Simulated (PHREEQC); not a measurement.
Solution (35 °C): 0.24 mol/kgw Cu(NO3)2, 0.039 mol/kgw H2SO4 and 0.025 mol/kgw Na2SO4. Closed to the air; pH follows from the charge balance.

All values are PHREEQC results (ion-association model, phreeqc.dat), not measurements.

```json
{
 "pH": "1.37",
 "ionic_strength": "0.769 mol/kgw",
 "activity_of_water": "0.985",
 "density": "1.035 g/cm³",
 "total_alkalinity": "-78.0 meq/kg"
}
```

```
species  molality  activity   log γ
-------  --------  --------  ------
NO3-        0.480     0.274  -0.244
Cu+2        0.215    0.0464  -0.665
H+         0.0575    0.0430  -0.126
Na+        0.0492    0.0352  -0.146
CuSO4      0.0251    0.0299   0.077
HSO4-      0.0205    0.0155  -0.123
SO4-2      0.0176   0.00295  -0.775
```

This is a speciation only: nothing precipitates in the calculation. Ionic strength above about 0.7 mol/kgw puts this run outside the model's range. Species that the database lacks are ignored.
